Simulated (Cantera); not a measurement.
An isothermal, constant-pressure homogeneous reactor starts with CH₄ : H₂O : H₂ = 1 : 1.5 : 1.4 (molar parts), at 1675 K and 7500 Torr. Integrator tolerance rtol = 1e-08.

Computed with Cantera and GRI-Mech 3.0 (53 species, 325 reactions).

**Question.** What does this change do: temperature 1675 to 2125 K?

**Answer.** 
```json
[
 {"quantity": "x(CH₄) at 2.00 s", "before": "0.0420 (gas-phase equilibrium 5.73e-5)", "after": "1.70e-6 (gas-phase equilibrium 1.93e-6)"},
 {"quantity": "x(H₂O) at 2.00 s", "before": "0.133 (gas-phase equilibrium 0.0796)", "after": "0.0811 (gas-phase equilibrium 0.0811)"},
 {"quantity": "x(H₂) at 2.00 s", "before": "0.685 (gas-phase equilibrium 0.751)", "after": "0.748 (gas-phase equilibrium 0.748)"},
 {"quantity": "x(C₂H₆) at 2.00 s", "before": "1.60e-5 (gas-phase equilibrium 2.75e-11)", "after": "<1e-12 (gas-phase equilibrium <1e-12)"},
 {"quantity": "x(CH₂) at 2.00 s", "before": "1.83e-9 (gas-phase equilibrium 2.13e-12)", "after": "8.14e-11 (gas-phase equilibrium 9.24e-11)"},
 {"quantity": "x(O₂) at 2.00 s", "before": "<1e-12 (gas-phase equilibrium <1e-12)", "after": "5.87e-10 (gas-phase equilibrium 5.87e-10)"}
]
```

**Question.** What does this change do: H2O 1.5 to 4.5 parts?

**Answer.** 
```json
[
 {"quantity": "x(CH₄) at 2.00 s", "before": "0.0420 (gas-phase equilibrium 5.73e-5)", "after": "0.00366 (gas-phase equilibrium 2.21e-6)"},
 {"quantity": "x(H₂O) at 2.00 s", "before": "0.133 (gas-phase equilibrium 0.0796)", "after": "0.380 (gas-phase equilibrium 0.373)"},
 {"quantity": "x(H₂) at 2.00 s", "before": "0.685 (gas-phase equilibrium 0.751)", "after": "0.507 (gas-phase equilibrium 0.515)"},
 {"quantity": "x(C₂H₆) at 2.00 s", "before": "1.60e-5 (gas-phase equilibrium 2.75e-11)", "after": "1.57e-7 (gas-phase equilibrium <1e-12)"},
 {"quantity": "x(CH₂) at 2.00 s", "before": "1.83e-9 (gas-phase equilibrium 2.13e-12)", "after": "1.95e-10 (gas-phase equilibrium <1e-12)"},
 {"quantity": "x(O₂) at 2.00 s", "before": "<1e-12 (gas-phase equilibrium <1e-12)", "after": "1.34e-11 (gas-phase equilibrium 1.27e-11)"}
]
```
